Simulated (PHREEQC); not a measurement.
0.13 g of hydrous ferric oxide (600 m²/g; 0.2 weak and 0.005 strong sites per Fe, Dzombak-Morel constants, diffuse double layer) in 1 kg of water with 0.05 mol/kgw of an inert sodium salt and 0.00042 mol/kgw ZnCl2, at 25 °C; the pH is set by adding NaOH or the inert anion's acid. O2 is buffered at 0.21 atm. No CO2 enters from the air. Precipitation was switched off in this run.

Base run: PHREEQC, ion-association model, wateq4f.dat. Each further column changes one thing. The table gives Zn sorbed (%).

| pH | base | background salt from 0.05 to 0.005 mol/kgw | oxide from 0.13 to 0.65 g/kgw |
|---|---|---|---|
| 4 | 0.0 | 0.0 | 0.1 |
| 5 | 0.6 | 0.6 | 3.0 |
| 5.5 | 1.6 | 1.6 | ___ |
| 6.5 | 10.3 | 9.7 | 40.6 |
| 7 | 22.0 | ___ | 73.4 |
| 8 | 37.7 | 34.7 | 98.7 |
| 9 | 38.3 | 35.9 | 99.8 |
| 9.5 | 36.5 | 35.3 | 99.8 |
| 10.5 | 33.5 | 34.2 | 99.6 |
| 11 | 31.4 | 33.3 | 98.9 |
| 12 | 19.6 | ___ | 75.3 |

Q: Fill in the missing entries.

A: 
- 5.5, oxide from 0.13 to 0.65 g/kgw: 8.0
- 7, background salt from 0.05 to 0.005 mol/kgw: 20.6
- 12, background salt from 0.05 to 0.005 mol/kgw: 25.4

In at least one series the solution becomes supersaturated in solids that the run did not let form, among them Zn(OH)2-a, Zn5(OH)8Cl2.
